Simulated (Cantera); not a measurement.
## Si₃N₄ + C + N₂ (sublimation and decomposition of ceramics)

Input: 1 mol Si₃N₄, 0.56 mol C, 3.4 mol N₂, held at 0.728 Torr.

Equilibrium computed with Cantera from the NASA thermochemical tables; the gas is ideal and each condensed phase is pure. Candidate condensed phases: C, Si, SiC, Si₃N₄; 20 gas species. Mutual solubility and eutectic melting of coexisting phases are not modelled. The tables' values for SiN are old estimates; treat these amounts as uncertain. The numbers say what is thermodynamically allowed, not how fast it happens.

```tsv
T (°C)	x N₂	x Si	x SiC₂	x Si₂C	x CN	x Si₂	n Si(l)	n SiC(s)
1827	0.853	0.138	5.39e-5	0.00563	4.52e-6	0.00179	1.49	0.524
1902	0.693	0.284	0.000268	0.0153	1.28e-5	0.00413	0	0.437
1977	0.687	0.286	0.00234	0.0198	7.24e-5	0.00236	0	0.367
2052	0.665	0.289	0.0176	0.0254	0.000359	0.00141	0	0.0651
2127	0.653	0.303	0.0255	0.0158	0.000745	0.000935	0	0
2202	0.648	0.312	0.0284	0.00877	0.00133	0.000619	0	0
2277	0.644	0.318	0.0295	0.00481	0.00222	0.000410	0	0
2352	0.641	0.321	0.0292	0.00265	0.00356	0.000276	0	0
2427	0.638	0.324	0.0279	0.00147	0.00543	0.000188	0	0
2502	0.634	0.327	0.0253	0.000825	0.00789	0.000132	0	0
2577	0.630	0.330	0.0216	0.000461	0.0109	9.37e-5	0	0
```
x: gas mole fraction; n: condensed amount in mol.

At 1827 °C the condensed part is Si(l) + SiC(s). From 1902 °C to 2052 °C the condensed part is SiC(s). From 2127 °C to 2577 °C nothing is condensed. The main Si-bearing gas is Si throughout.
